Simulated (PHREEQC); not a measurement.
Consider water at 25 °C with 0.067 mol/kgw KHCO3, 0.79 mol/kgw Na2CO3 and 0.00039 mol/kgw KCl. Closed to the air; pH follows from the charge balance.

Model: ion-association model, wateq4f.dat, run in PHREEQC.

Each row changes one thing in this solution. This is a speciation only: nothing precipitates in the calculation.

```
case                                    pH  ionic strength (mol/kgw)  Na+ (mol/kgw)  NaCO3- (mol/kgw)  CO3-2 (mol/kgw)  HCO3- (mol/kgw)  SI of Natron (Na2CO3:10H2O)  SI of Nahcolite (NaHCO3)
-----------------------------------  -----  ------------------------  -------------  ----------------  ---------------  ---------------  ---------------------------  ------------------------
as made                              10.25                      1.20          0.956             0.614            0.176           0.0565                        -0.66                     -1.05
KCl from 0.00039 to 7.8e-05 mol/kgw  10.25                      1.20          0.956             0.614            0.176           0.0565                        -0.66                     -1.05
temperature from 25 to 40 °C          9.92                      1.06          0.886             0.684            0.106           0.0572                        -1.52                     -1.22
KHCO3 from 0.067 to 0.134 mol/kgw     9.95                      1.26          0.947             0.612            0.178            0.113                        -0.67                     -0.75
KHCO3 from 0.067 to 0.0335 mol/kgw   10.55                      1.17          0.960             0.614            0.175           0.0286                        -0.65                     -1.34
diluted 5-fold with water            10.64                     0.318          0.231            0.0842           0.0732           0.0132                        -1.99                     -2.25
diluted 100-fold with water          10.80                    0.0217         0.0148          0.000982          0.00619          0.00139                        -4.92                     -4.26
```

The ionic strength passes 0.7 mol/kgw, the rough limit of the ion-association models, in as made; KCl from 0.00039 to 7.8e-05 mol/kgw; temperature from 25 to 40 °C; KHCO3 from 0.067 to 0.134 mol/kgw; KHCO3 from 0.067 to 0.0335 mol/kgw. Complexes and solids missing from the database can't appear. Constants without temperature data keep their 25 °C values here.
